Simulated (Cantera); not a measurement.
## Catalytic combustion on Pt

An isothermal plug-flow reactor at 1250 K and 3.60 bar (inlet), inlet velocity 0.39 m/s, active area per volume 320 1/m; feed CH4 : O2 : N2 : H2O = 0.0022 : 0.025 : 0.79 : 0.0073 (molar parts), equivalence ratio 0.18.

Detailed kinetics in Cantera: Deutschmann's 1995 Pt surface mechanism with GRI-Mech 3.0 gas chemistry. Catalytic surfaces can have several steady states; this one follows from the mechanism file's or the stated starting coverage. Mass transfer to the wall is taken as infinitely fast.

```csv
z (m),x CH4,x O2,x H2O,x CO2,x CO,θ free Pt,θ O*,θ OH*
0.00016,0.00246,0.0299,0.00925,0.000188,4.06e-6,0.470,0.528,0.00202
0.00031,0.00228,0.0296,0.00959,0.000355,3.82e-6,0.471,0.527,0.00206
0.0006,0.00195,0.0290,0.0102,0.000646,3.41e-6,0.472,0.526,0.00212
0.0012,0.00140,0.0280,0.0112,0.00113,2.90e-6,0.474,0.524,0.00222
0.0022,0.000754,0.0268,0.0124,0.00171,2.83e-6,0.476,0.522,0.00234
0.0043,0.000181,0.0256,0.0136,0.00232,1.42e-6,0.478,0.519,0.00245
0.0083,1.13e-5,0.0251,0.0141,0.00258,2.53e-7,0.479,0.518,0.00249
0.016,6.48e-8,0.0250,0.0142,0.00264,4.18e-8,0.479,0.518,0.00249
```
x: gas mole fraction; θ: surface coverage.
